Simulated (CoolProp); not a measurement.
Model: reference Helmholtz-energy equation of state, Thol 2015, in CoolProp.

### Question
Give the vapour pressure (MPa), liquid density (kg/m³), vapour density (kg/m³), enthalpy of vaporisation (kJ/kg) of saturated 1,2-dichloroethane at 430.8 K.

### Answer
```json
[
 {"T (K)": "430.8", "p (MPa)": "0.660", "liquid density (kg/m³)": "1030", "vapour density (kg/m³)": "20.6", "enthalpy of vaporisation (kJ/kg)": "276"}
]
```
